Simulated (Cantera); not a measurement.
Feed: 1 mol AlN, 0.11 mol H₂, equilibrated at 750 Torr.

Equilibrium computed with Cantera from the NASA thermochemical tables; the gas is ideal and each condensed phase is pure. Candidate condensed phases: Al, AlN; 13 gas species. The numbers say what is thermodynamically allowed, not how fast it happens. All values below are at 2600 °C.

Base state: Al 0.600, N₂ 0.310, H₂ 0.0513, H 0.0238, AlH 0.0100, Al₂ 0.00460 (mole fractions); condensed: gas only.

What changes in the equilibrium state with this change: H₂ from 0.11 to 2.2 mol?


```tsv
species	before	after
H₂	0.0513	0.531
Al	0.600	0.247
N₂	0.310	0.131
H	0.0238	0.0766
AlH	0.0100	0.0133
Al₂	0.00460	0.000779
```

What changes in the equilibrium state with this change: H₂ from 0.11 to 1.7 mol?


```json
[
 {"species": "H₂", "before": "0.0513", "after": "0.473"},
 {"species": "Al", "before": "0.600", "after": "0.287"},
 {"species": "N₂", "before": "0.310", "after": "0.152"},
 {"species": "H", "before": "0.0238", "after": "0.0723"},
 {"species": "AlH", "before": "0.0100", "after": "0.0146"},
 {"species": "Al₂", "before": "0.00460", "after": "0.00105"}
]
```
